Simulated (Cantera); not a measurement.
# NO annealing gas

An isothermal, constant-pressure homogeneous reactor starts with NO : N2 = 1 : 0.45 (molar parts), at 1850 K and 2670 Pa.

Computed with Cantera and GRI-Mech 3.0 (53 species, 325 reactions). Radical loss at walls, strong at low pressure, is not modelled.

| t (s) | x NO | x NO2 | x N2O | x O | x N2 | x O2 |
|---|---|---|---|---|---|---|
| 4.00e-6 | 0.690 | 1.98e-12 | 1.82e-8 | 1.82e-8 | 0.310 | <1e-12 |
| 2.45e-5 | 0.690 | 7.46e-11 | 1.11e-7 | 1.11e-7 | 0.310 | 1.75e-11 |
| 0.000150 | 0.690 | 2.81e-9 | 6.81e-7 | 6.81e-7 | 0.310 | 6.64e-10 |
| 0.000922 | 0.690 | 1.01e-7 | 4.14e-6 | 4.13e-6 | 0.310 | 2.46e-8 |
| 0.00566 | 0.690 | 2.99e-6 | 2.41e-5 | 2.41e-5 | 0.310 | 9.75e-7 |
| 0.0347 | 0.689 | 2.86e-5 | 0.000106 | 0.000111 | 0.310 | 6.10e-5 |
| 0.213 | 0.687 | 3.91e-5 | 0.000174 | 0.000156 | 0.311 | 0.00110 |
| 1.30 | 0.673 | 5.42e-5 | 0.000163 | 0.000188 | 0.318 | 0.00796 |
| 8.00 | 0.587 | 0.000103 | 0.000112 | 0.000312 | 0.361 | 0.0509 |
x: mole fraction; the columns are a selection and need not sum to one.

Equilibrium at this temperature and pressure: NO 0.00571, NO2 2.69e-6, N2O 4.84e-8, O 0.000694, N2 0.652, O2 0.342 (gas phase only).
